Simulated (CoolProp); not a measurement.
Vapour-liquid equilibrium of toluene (1) + o-xylene (2) at 1270 kPa; x and y are mole fractions of (1).

The numbers come from the multi-fluid Helmholtz-energy mixture model, Lemmon 2006 and Zhou 2012; pair parameters Bell 2016 in CoolProp.

Give the bubble temperature and the first vapour's composition at x = 0.05, 0.65, 0.8. Is there an azeotrope?

x = 0.05: 271.4 °C, y = 0.073; x = 0.65: 244.5 °C, y = 0.749; x = 0.8: 238.7 °C, y = 0.865. No azeotrope shows between x = 0.05 and 0.95.

The pair parameters rest on a limited set of measurements; away from them the model extrapolates.
